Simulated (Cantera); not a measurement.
A perfectly stirred reactor is fed with 44.2 % H2, 23.3 % O2, 32.6 % N2, equivalence ratio 0.95, at 1.00 bar; it is held at 1325 K, and followed from long to short residence time.

Cantera simulation using GRI-Mech 3.0 (53 species, 325 reactions); the numbers are that mechanism's predictions, not measurements. The temperature is held fixed by assumption; the heat of reaction is taken as removed at once.

**Question.** Predict: x(H2) at τ = 5.90 s; x(O2) at τ = 5.90 s; x(NO) at τ = 5.90 s; x(H) at τ = 5.90 s; x(NO2) at τ = 5.90 s; x(H2) at τ = 15.0 ms; x(O2) at τ = 15.0 ms; x(NO) at τ = 15.0 ms; x(H) at τ = 15.0 ms; x(NO2) at τ = 15.0 ms.

**Answer.** x(H2) at τ = 5.90 s: 0.000143
x(O2) at τ = 5.90 s: 0.0150
x(NO) at τ = 5.90 s: 3.24e-7
x(H) at τ = 5.90 s: 1.46e-6
x(NO2) at τ = 5.90 s: 5.87e-9
x(H2) at τ = 15.0 ms: 0.00563
x(O2) at τ = 15.0 ms: 0.0175
x(NO) at τ = 15.0 ms: 6.38e-7
x(H) at τ = 15.0 ms: 0.000420
x(NO2) at τ = 15.0 ms: 1.20e-9
